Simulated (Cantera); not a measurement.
Feed: 1 mol C2F6, 17 mol H2, held at 133 Pa.

These are equilibrium values from Cantera (NASA tables, ideal gas, pure condensed phases), not measurements of a reactor. Candidate condensed phases: C, C6H6, C7H8, C8H18; 95 gas species. The feed counts by its element totals alone. Equilibrium is a limit: real reactors are often held back by kinetics, nucleation or transport. All values below are at 1302 °C.

Base state: H2 0.699, HF 0.300, H 0.000952, C2H2 (acetylene) 1.48e-5 (mole fractions); condensed: C(graphite).

### Question
What changes in the equilibrium state with this change: C2F6 replaced by CH3Cl?

### Answer
```csv
species,before,after
H2,0.699,0.946
HCl,0,0.0526
H,0.000952,0.00111
HF,0.300,0
Cl,0,4.89e-5
C2H2 (acetylene),1.48e-5,2.00e-5
"C(graphite), mol",2.00,0.999
```
